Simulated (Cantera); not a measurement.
Charge: 1 mol Si, 8.1 mol Cl2, 94 mol N2, equilibrated at 598.15 K and 82.0 Pa.

These are equilibrium values from Cantera (NASA tables, ideal gas, pure condensed phases), not measurements of a reactor. Candidate condensed phases: Si, Si3N4; 13 gas species. The numbers say what is thermodynamically allowed, not how fast it happens.

Base state: N2 0.930, Cl2 0.0603, SiCl4 0.00989 (mole fractions); condensed: gas only.

Task: What changes in the equilibrium state with this change: temperature from 598.15 K to 1198.15 K?

Result: 
```tsv
species	before	after
N2	0.930	0.914
Cl2	0.0603	0.0426
Cl	1.55e-7	0.0334
SiCl4	0.00989	0.00973
```
